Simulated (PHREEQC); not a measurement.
Ca(OH)2 is added in steps, without added water, to 1 kg of water holding 35 mmol/kgw HF and 0.55 mmol/kgw NH4F, at 25 °C. Oxygen is held at 0.21 atm. No CO2 enters from the air. Only these solids could form: Fluorite, Portlandite.

Base run: PHREEQC, ion-association model, wateq4f.dat. Each further column changes one thing. The table gives Ca in solution (mol/kgw).

| Ca(OH)2 added (mol) | base | Debye-Hückel limiting law | metal-ligand complexes left out | all activity coefficients set to 1 |
|---|---|---|---|---|
| 0 | 0 | 0 | 0 | 0 |
| 0.00825 | 3.16e-6 | 3.24e-6 | 3.09e-6 | 2.40e-6 |
| 0.01925 | 0.00156 | 0.00156 | 0.00155 | 0.00154 |
| 0.0275 | 0.00976 | 0.00977 | 0.00976 | 0.00975 |
| 0.03575 | 0.0180 | 0.0180 | 0.0180 | 0.0145 |
| 0.04675 | 0.0202 | 0.0240 | 0.0202 | 0.0145 |
| 0.055 | 0.0202 | 0.0240 | 0.0202 | 0.0145 |
| 0.06325 | 0.0202 | 0.0240 | 0.0202 | 0.0145 |
| 0.07425 | 0.0202 | 0.0240 | 0.0202 | 0.0145 |
| 0.0825 | 0.0202 | 0.0240 | 0.0202 | 0.0145 |
| 0.09075 | 0.0202 | 0.0240 | 0.0202 | 0.0145 |
| 0.1017 | 0.0202 | 0.0240 | 0.0202 | 0.0145 |
| 0.11 | 0.0202 | 0.0240 | 0.0202 | 0.0145 |

wateq4f.dat counts part of the HF as a dimer, H2F2, which phreeqc.dat doesn't know; its constant is uncertain.
